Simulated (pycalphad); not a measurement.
Computed with pycalphad from the COST 507 light-alloy database (1999), at 1 atm. These are 1990s assessments: newer ones move some temperatures and phases. Phase fractions are per mole of atoms. Diffusion is slow at the low end, where real alloys seldom reach equilibrium.

**Question.** Give the equilibrium state of Hf-0.1659C (wt.%) at 800 K.

**Answer.** 
```
T = 800.00 K, P = 101325 Pa, N = 1 mol of atoms
G = -48030 J/mol, H = 8014 J/mol, S = 70.05 J/(mol K)  (SER reference)
chemical potentials (J/mol): Hf -42948, C -253780
phase             fraction      x(Hf)       x(C)
HCP_A3              0.9964     0.9772     0.0228
FCC_A1              0.0036     0.6251     0.3749
```

**Question.** Give the equilibrium state of Hf-0.1659C (wt.%) at 2500 K.

**Answer.** liquid, fraction 0.784, with 0.14 C wt.%; hcp, fraction 0.216, with 0.27 C wt.%.

FCC_A1 is fcc; HCP_A3 is hcp. The fcc model also describes the rock-salt carbide or nitride (TiC, TiN, HfC).
